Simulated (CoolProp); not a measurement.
Saturation properties of methanol.

The numbers come from the reference Helmholtz-energy equation of state, de Reuck 1993 in CoolProp.

| T (K) | p (MPa) | enthalpy of vaporisation (kJ/kg) | vapour viscosity (µPa s) | liquid conductivity (mW/(m K)) |
|---|---|---|---|---|
| 261.9 | 0.001928 | 1220 | 8.49 | 207 |
| 264.7 | 0.002336 | 1216 | 8.57 | 207 |
| 267.5 | 0.002816 | 1213 | 8.66 | 206 |
| 270.3 | 0.003382 | 1209 | 8.75 | 205 |
| 273.1 | 0.004043 | 1205 | 8.84 | 205 |
| 275.9 | 0.004816 | 1201 | 8.93 | 204 |
| 278.7 | 0.005713 | 1197 | 9.01 | 204 |
| 281.5 | 0.006752 | 1193 | 9.10 | 203 |
| 284.3 | 0.007952 | 1190 | 9.19 | 203 |
| 287.1 | 0.009331 | 1185 | 9.28 | 202 |
| 289.9 | 0.01091 | 1181 | 9.36 | 202 |
| 292.7 | 0.01272 | 1177 | 9.45 | 201 |
| 295.5 | 0.01478 | 1173 | 9.54 | 201 |
| 298.3 | 0.01711 | 1169 | 9.63 | 200 |
| 301.1 | 0.01976 | 1164 | 9.71 | 200 |

It boils at 337.6 K under 1 atm.

Viscosity comes from a separate model (Xiang 2006). Thermal conductivity comes from a separate model (Sykioti 2013).
